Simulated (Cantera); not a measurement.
Feed: 1 mol Si, 1.1 mol HCl, at 652 °C and 7.70 mbar.

Cantera equilibrium calculation (NASA polynomials, part measured and part estimated; ideal gas, pure solids and liquids). Candidate condensed phases: Si; 19 gas species. The tables' values for SiCl3 are old estimates; treat these amounts as uncertain. Equilibrium is a limit: real reactors are often held back by kinetics, nucleation or transport.

Base state: H2 0.640, SiCl4 0.301, SiHCl3 0.0324, HCl 0.0216, SiCl3 0.00283, SiCl2 0.00105, SiH2Cl2 0.000343 (mole fractions); condensed: Si(s).

Question: What changes in the equilibrium state with this change: HCl from 1.1 to 26 mol?

Answer: 
```
species       before    after
----------  --------  -------
HCl           0.0216    0.880
H2             0.640   0.0800
SiCl4          0.301   0.0400
SiHCl3        0.0324  1.32e-5
SiH2Cl2     0.000343    <1e-9
SiCl2        0.00105  1.05e-8
Si(s), mol     0.722        0
```
